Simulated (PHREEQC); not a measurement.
A solution holds 0.22 mol/kgw NaOH, 0.00039 mol/kgw CaCl2 and 0.00057 mol/kgw BaCl2, at 58 °C. Closed to the air; pH follows from the charge balance.

Computed with PHREEQC (ion-association model, phreeqc.dat).

Problem. The ionic strength comes out as 0.223 mol/kgw. What activity coefficients do Ca+2, Na+, CaOH+, Ba+2, OH- get?

Solution. Ca+2 0.29, Na+ 0.73, CaOH+ 0.73, Ba+2 0.25, OH- 0.68.

This is a speciation only: nothing precipitates in the calculation. Constants without temperature data keep their 25 °C values here.
